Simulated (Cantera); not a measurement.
Charge: 1 mol HI, 0.1 mol O2, equilibrated at 1 atm.

These are equilibrium values from Cantera (NASA tables, ideal gas, pure condensed phases), not measurements of a reactor. Candidate condensed phases: H2O, I2; 12 gas species. The numbers say what is thermodynamically allowed, not how fast it happens. All values below are at 2400 K.

Base state: I 0.618, H2 0.171, H2O 0.136, HI 0.0653, H 0.00653, I2 0.00232, OH 0.000959, O 2.46e-5 (mole fractions); condensed: gas only.

What changes in the equilibrium state with this change: pressure from 1 atm to 84.0 mbar?


```tsv
species	before	after
I	0.618	0.644
H2	0.171	0.180
H2O	0.136	0.129
HI	0.0653	0.0201
H	0.00653	0.0233
I2	0.00232	0.000209
O	2.46e-5	0.000267
O2	8.12e-6	7.96e-5
```

What changes in the equilibrium state with this change: O2 from 0.1 to 0.45 mol?


| species | before | after |
|---|---|---|
| I | 0.618 | 0.574 |
| H2O | 0.136 | 0.278 |
| O2 | 8.12e-6 | 0.116 |
| H2 | 0.171 | 0.00292 |
| OH | 0.000959 | 0.0150 |
| HI | 0.0653 | 0.00794 |
| HO2 | 6.29e-9 | 1.17e-5 |
| O | 2.46e-5 | 0.00293 |
| H | 0.00653 | 0.000854 |
